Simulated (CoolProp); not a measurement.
R113 at several states: density (kg/m³) from the reference equation and from simpler models built on Tc = 214.1 °C, pc = 3392 kPa, ω = 0.253; each cubic takes its own stable root.

Values from CoolProp's reference Helmholtz-energy equation of state, Marx 1992.

```
T (°C)  p (kPa)   phase  reference  van der Waals  Redlich-Kwong  Soave-Redlich-Kwong  Peng-Robinson
------  -------  ------  ---------  -------------  -------------  -------------------  -------------
53.05      40.2     gas      2.819          2.803          2.812                2.816          2.818
212.25     6170  liquid       1015          718.1          882.3                884.1          983.2
182.65     3670  liquid       1099          706.4          921.3                955.1           1075
219.25      783     gas      38.92          38.57          38.96                38.95          39.31
```
